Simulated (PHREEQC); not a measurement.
Consider water at 25 °C with 0.23 mol NiSO4, 0.0071 mol H3AsO4, 0.0002 mol NaH2PO4 and 6e-05 mol Na2SO4 per kg of water. Closed to the air; pH follows from the charge balance.

Equilibrium calculation in PHREEQC: ion-association model, wateq4f.dat.

Precipitation was switched off in this run.

Question: Predict the pH, activity of water.

Answer: pH 2.88; activity of water 0.994.

Question: In which forms is S present?

Answer: NiSO4 53 %, SO4-2 45 %, HSO4- 1.9 % of the S.

Complexes and solids missing from the database can't appear. H3PO4, which wateq4f.dat lacks, is added to it with the constant of phreeqc.dat. The database has no phosphate complexes of Ni. The database has no arsenate complexes of Ni.
